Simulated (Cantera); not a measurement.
Feed: 1 mol TiO₂, 4.3 mol H₂, 0.44 mol H₂O, at 1173.15 K and 1130 Torr.

Equilibrium computed with Cantera from the NASA thermochemical tables; the gas is ideal and each condensed phase is pure. Candidate condensed phases: H₂O, Ti, TiO, TiO₂, Ti₂O₃, Ti₃O₅, Ti₄O₇; 12 gas species. Gases not in the tables: TiO(OH)₂. Rates play no part.

Base state: H₂ 0.907, H₂O 0.0928 (mole fractions); condensed: TiO₂(rutile).

Question: What changes in the equilibrium state with this change: temperature from 1173.15 K to 1923.15 K?

Answer: 
```csv
species,before,after
H₂,0.907,0.854
H₂O,0.0928,0.146
H,9.20e-8,0.000711
OH,<1e-9,1.04e-5
"TiO₂(rutile), mol",1.00,0
"Ti₄O₇(s), mol",0,0.250
```
Condensed phases not in the tables: Magnéli phases beyond Ti₄O₇.
